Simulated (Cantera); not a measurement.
Input: 1 mol AlN, 3.5 mol HCl, a varied amount of N2, at 1350 K and 0.0740 bar.

Equilibrium computed with Cantera from the NASA thermochemical tables; the gas is ideal and each condensed phase is pure. Candidate condensed phases: Al, AlCl3, AlN, NH4Cl; 20 gas species. Equilibrium is a limit: real reactors are often held back by kinetics, nucleation or transport.

Q: Which condensed phases are stable at each of these points (n(N2) (mol)): 0.48, 1, 2.2, 4.6, 9.6, 20, 43, 91?

A: 
```
n(N2) (mol)  condensed phases  Al condensed (%)
-----------  ----------------  ----------------
0.48                 gas only               0.0
1                      AlN(s)               0.2
2.2                    AlN(s)               1.7
4.6                    AlN(s)               3.4
9.6                    AlN(s)               5.4
20                     AlN(s)               7.7
43                     AlN(s)              10.2
91                     AlN(s)              12.8
```

At 0.48 mol N2 nothing is condensed. From 1 mol N2 to 91 mol N2 the condensed part is AlN(s).
